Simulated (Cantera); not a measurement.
**Halide evaporation, hydrolysis and transport: KCl + HF + H₂**

Input: 1 mol KCl, 0.41 mol HF, 120 mol H₂, at 1.00 bar.

These are equilibrium values from Cantera (NASA tables, ideal gas, pure condensed phases), not measurements of a reactor. Candidate condensed phases: K, KCl, KF, KHF₂; 23 gas species. The numbers say what is thermodynamically allowed, not how fast it happens.

At 752 °C the condensed part is KCl(s). At 852 °C the condensed part is KCl(l). From 952 °C to 1852 °C nothing is condensed. The main K-bearing gas is KCl throughout.

| T (°C) | log p H₂ | log p KCl | log p H | log p HF | log p HCl | log p K | log p K₂Cl₂ | n KCl(s) | n KCl(l) |
|---|---|---|---|---|---|---|---|---|---|
| 752 | 0.00 | -3.62 | -8.36 | -2.47 | -4.72 | -7.48 | -3.97 | 0.943 | 0 |
| 852 | 0.00 | -2.78 | -7.35 | -2.48 | -4.17 | -6.23 | -3.13 | 0 | 0.612 |
| 952 | 0.00 | -2.29 | -6.51 | -2.49 | -3.81 | -5.31 | -2.83 | 0 | 0 |
| 1052 | 0.00 | -2.17 | -5.79 | -2.50 | -3.64 | -4.69 | -3.19 | 0 | 0 |
| 1152 | 0.00 | -2.13 | -5.17 | -2.50 | -3.50 | -4.20 | -3.60 | 0 | 0 |
| 1252 | -0.01 | -2.12 | -4.63 | -2.51 | -3.37 | -3.82 | -4.01 | 0 | 0 |
| 1352 | -0.01 | -2.12 | -4.15 | -2.51 | -3.23 | -3.51 | -4.39 | 0 | 0 |
| 1452 | -0.01 | -2.13 | -3.73 | -2.51 | -3.10 | -3.27 | -4.75 | 0 | 0 |
| 1552 | -0.01 | -2.15 | -3.36 | -2.50 | -2.96 | -3.07 | -5.08 | 0 | 0 |
| 1652 | -0.01 | -2.17 | -3.02 | -2.50 | -2.84 | -2.91 | -5.39 | 0 | 0 |
| 1752 | -0.01 | -2.20 | -2.72 | -2.50 | -2.72 | -2.77 | -5.68 | 0 | 0 |
| 1852 | -0.01 | -2.24 | -2.44 | -2.50 | -2.62 | -2.65 | -5.97 | 0 | 0 |
log p: log10 of the partial pressure in bar; n: condensed amount in mol.
